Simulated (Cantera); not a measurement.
## Moist CO burnout

A perfectly stirred reactor is fed with 0.922 % CO, 6.83 % O2, 0.0212 % H2O, 92.2 % N2, equivalence ratio 0.068, at 210000 Pa; it is held at 1075 K, and followed from long to short residence time.

Computed with Cantera and GRI-Mech 3.0 (53 species, 325 reactions).

```csv
τ (s),x CO,x O2,x H2O,x NO,x O
2.3,0.00510,0.0663,0.000212,2.44e-8,7.13e-7
0.76,0.00728,0.0673,0.000211,4.24e-9,7.94e-7
0.25,0.00853,0.0679,0.000211,5.02e-10,7.81e-7
0.084,0.00903,0.0682,0.000212,4.25e-11,6.48e-7
0.028,0.00920,0.0682,0.000212,<1e-12,2.28e-7
0.0093,0.00922,0.0683,0.000212,<1e-12,1.67e-8
0.0031,0.00922,0.0683,0.000212,<1e-12,8.91e-9
0.0010,0.00922,0.0683,0.000212,<1e-12,4.64e-9
```
x: mole fraction; the columns are a selection and need not sum to one.
